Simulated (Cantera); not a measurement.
Input (Python, Cantera):

```python
import numpy as np
import cantera as ct

gas = ct.Solution("h2o2.yaml")
gas.TPX = 900, 1900, {'H2': 0.16, 'O2': 1}
reactor = ct.IdealGasConstPressureReactor(gas, energy="off", clone=False)
net = ct.ReactorNet([reactor])
net.rtol, net.atol = 1e-08, 1e-18
show = ['H2', 'O2', 'HO2', 'OH', 'H', 'H2O2']
times = np.geomspace(2e-05, 90, 13)

steps = ct.SolutionArray(gas, extra=["t"])
rows = []
print(f"{'t/s':>10s}{'T/K':>9s}{'P/Pa':>11s}" + "".join(f"{s:>11s}" for s in show))
for t in times:
    while net.time < t:
        t_next = net.step()
        steps.append(gas.state, t=t_next)
    rows.append([np.interp(t, steps.t, y) for y in (steps.T, steps.P, *steps(*show).X.T)])
    print(f"{t:10.3e}{rows[-1][0]:9.1f}{rows[-1][1]:11.4g}" + "".join(f"{x:11.3e}" for x in rows[-1][2:]))
rate = np.gradient(steps.T, steps.t)
print("integrator steps:", len(steps.t))
if steps.T.max() > steps.T[0] + 200:
    print(f"time of steepest temperature rise: {steps.t[rate.argmax()]:.4e} s")
gas.TPX = 900, 1900, {'H2': 0.16, 'O2': 1}
gas.equilibrate("TP")
print(f"equilibrium (TP): T = {gas.T:.1f} K  " + "  ".join(f"{s} {gas[s].X[0]:.3e}" for s in show))
```

It prints:

```
       t/s      T/K       P/Pa         H2         O2        HO2         OH          H       H2O2
 2.000e-05    900.0       1900  1.379e-01  8.621e-01  1.572e-12  5.635e-14  1.511e-12  8.189e-18
 7.169e-05    900.0       1900  1.379e-01  8.621e-01  5.673e-12  4.841e-13  5.230e-12  1.057e-16
 2.570e-04    900.0       1900  1.379e-01  8.621e-01  2.086e-11  3.359e-12  2.189e-11  1.381e-15
 9.212e-04    900.0       1900  1.379e-01  8.621e-01  9.543e-11  6.218e-11  3.365e-10  1.997e-14
 3.302e-03    900.0       1900  1.379e-01  8.621e-01  1.430e-07  3.490e-07  1.864e-06  2.150e-11
 1.184e-02    900.0       1900  4.768e-03  8.466e-01  2.442e-05  1.431e-03  3.756e-03  8.256e-07
 4.243e-02    900.0       1900  4.654e-04  8.517e-01  6.682e-06  1.285e-04  1.723e-05  3.420e-07
 1.521e-01    900.0       1900  7.735e-05  8.518e-01  1.696e-06  4.270e-05  7.786e-07  1.492e-07
 5.451e-01    900.0       1900  8.160e-06  8.518e-01  2.752e-07  1.598e-05  3.360e-08  5.294e-08
 1.954e+00    900.0       1900  4.722e-07  8.518e-01  3.385e-08  5.805e-06  1.308e-09  1.697e-08
 7.004e+00    900.0       1900  1.549e-08  8.519e-01  5.360e-09  2.331e-06  7.756e-11  5.364e-09
 2.511e+01    900.0       1900  1.249e-09  8.519e-01  1.211e-09  1.076e-06  7.606e-12  1.802e-09
 9.000e+01    900.0       1900  2.689e-10  8.519e-01  3.326e-10  5.327e-07  9.272e-13  6.027e-10
integrator steps: 1797
equilibrium (TP): T = 900.0 K  H2 3.749e-12  O2 8.519e-01  HO2 2.035e-10  OH 6.123e-08  H 1.653e-15  H2O2 1.283e-11
```

Model: the H2/O2 subset of GRI-Mech 3.0, which has no nitrogen chemistry, integrated in Cantera. Radical loss at walls, strong at low pressure, is not modelled. Below about 950 K walls govern HO2 and H2O2 in real vessels. The temperature is held fixed by assumption; the heat of reaction is taken as removed at once.
